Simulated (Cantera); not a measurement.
Feed: 1 mol Si3N4, 1.7 mol HF, 8.6 mol N2, 9.2 mol HCl, at 13300 Pa.

Equilibrium computed with Cantera from the NASA thermochemical tables; the gas is ideal and each condensed phase is pure. Candidate condensed phases: NH4Cl, Si, Si3N4; 49 gas species. The tables' values for SiF3, SiF2, SiCl3, SiCl, SiF are old estimates; treat these amounts as uncertain. The numbers say what is thermodynamically allowed, not how fast it happens.

### Question
At 1625 °C, list the 4 most abundant gas species with their mole fractions, and the condensed phases.

### Answer
N2 0.500, HCl 0.193, H2 0.155, SiCl2 0.109. Condensed: gas only.
